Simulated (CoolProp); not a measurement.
A single-stage vapour-compression cycle with the fluid: evaporating at 231.15 K (dew point), condensing at 267.15 K (bubble point), superheat 0 K, subcooling 5 K, compressor efficiency 0.65, no pressure losses. The same conditions are run with several fluids, on thermodynamics alone (safety and materials aside).

Computed with CoolProp (reference Helmholtz-energy equation of state of each fluid (R227EA: Lemmon 2016; R507A: Lemmon 2003; R115: Lemmon 2016; nitrous oxide: Lemmon 2006; ethylene: Smukala 2000; vinyl chloride: Thol 2022)). Blends and air are pseudo-pure fits.

```csv
fluid,cooling COP,pressure ratio,discharge temperature (K),refrigerating effect (kJ/kg),volumetric capacity (kJ/m³)
R227EA,3.66,5.39,275.4,109,284
R507A,3.67,4.06,290.0,154,1060
R115,3.62,?,?,96.6,722
nitrous oxide,?,?,325.7,?,5780
ethylene,?,2.61,306.1,266,6660
vinyl chloride,3.77,5.12,338.4,332,?
```

Q: What belongs in the gaps?

A: 
- R115, pressure ratio: 4.07
- R115, discharge temperature (K): 276.6
- nitrous oxide, cooling COP: 3.42
- nitrous oxide, pressure ratio: 3.05
- nitrous oxide, refrigerating effect (kJ/kg): 254
- ethylene, cooling COP: 3.03
- vinyl chloride, volumetric capacity (kJ/m³): 295
